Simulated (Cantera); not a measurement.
Charge: 1 mol SiH4, a varied amount of O2, at 1552 °C and 0.100 bar.

These are equilibrium values from Cantera (NASA tables, ideal gas, pure condensed phases), not measurements of a reactor. Candidate condensed phases: H2O, Si, SiO2; 18 gas species. Gases not in the tables: Si2H6 and higher silanes. The numbers say what is thermodynamically allowed, not how fast it happens.

Q: At 0.4 mol O2, list the 5 most abundant gas species with their mole fractions, and the condensed phases.

A: H2 0.713, SiO 0.286, H 0.00118, Si 4.55e-5, SiH2 2.54e-5. Condensed: Si(l).
